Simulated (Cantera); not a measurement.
Thermodynamics of fluorocarbon and chlorocarbon gases, feed CH3F + CH4 + H2

Charge: 1 mol CH3F, 0.17 mol CH4, 2.7 mol H2, at 1600 K and 0.110 bar.

Method: chemical equilibrium by Gibbs-energy minimisation in Cantera with the NASA 1993 tables (ideal gas, pure condensed phases). Candidate condensed phases: C, C6H6, C7H8, C8H18; 95 gas species. Kinetics and transport are ignored.

x(H2): 0.801
x(HF): 0.198
x(H): 0.000147
x(CH4): 0.000115
x(C2H2 (acetylene)): 2.20e-5
n(C(graphite)): 1.17 mol
gas amount: 5.040 mol
